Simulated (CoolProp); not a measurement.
n-pentane at 298.15 K and 2.34 MPa is throttled through a valve to 0.867 MPa with no heat exchange. Each further row changes one setting.

Model: reference Helmholtz-energy equation of state, Thol 2019, in CoolProp.

| case | temperature change (K) | final density (kg/m³) |
|---|---|---|
| as stated | +0.5 | 622 |
| outlet pressure 0.26 MPa | +0.8 | 621 |
| outlet pressure 1.13 MPa | +0.4 | 622 |
